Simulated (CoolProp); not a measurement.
A simple Rankine cycle with water: condensing at 321.15 K, boiler at 3.59 MPa, turbine inlet 557.2 K, turbine efficiency 0.9, pump efficiency 0.7, no recuperator. Each further row changes one setting.

Model: reference Helmholtz-energy equation of state, Wagner 2002, in CoolProp.

```tsv
case	thermal efficiency (%)	net work (kJ/kg)	heat in (kJ/kg)	turbine exit temperature (K)	volume ratio over the turbine
as stated	[?]	811	2730	321.1	166
turbine inlet 577.2 K	30.0	833	2780	321.1	[?]
condensing temperature 313.15 K	[?]	853	2760	313.1	[?]
boiler pressure 2.51 MPa	[?]	784	2770	321.1	116
turbine efficiency 0.8	26.4	721	2730	321.1	174
```

What belongs in the gaps?


- as stated, thermal efficiency (%): 29.8
- turbine inlet 577.2 K, volume ratio over the turbine: 160
- condensing temperature 313.15 K, thermal efficiency (%): 30.9
- condensing temperature 313.15 K, volume ratio over the turbine: 243
- boiler pressure 2.51 MPa, thermal efficiency (%): 28.4

The expansion ends wet for: as stated; turbine inlet 577.2 K; condensing temperature 313.15 K; boiler pressure 2.51 MPa; turbine efficiency 0.8.
